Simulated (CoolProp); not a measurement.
The numbers come from the reference Helmholtz-energy equation of state, Span 2000 in CoolProp.

Problem. Give the vapour pressure (kPa), liquid density (kg/m³), enthalpy of vaporisation (kJ/kg), liquid viscosity (µPa s) of saturated nitrogen at 87.4, 101.7, 106.5 K.

Solution. 
| T (K) | p (kPa) | liquid density (kg/m³) | enthalpy of vaporisation (kJ/kg) | liquid viscosity (µPa s) |
|---|---|---|---|---|
| 87.4 | 287 | 758 | 185 | 112 |
| 101.7 | 874 | 679 | 157 | 72.0 |
| 106.5 | 1190 | 647 | 145 | 62.4 |

Viscosity comes from a separate model (Lemmon 2004).
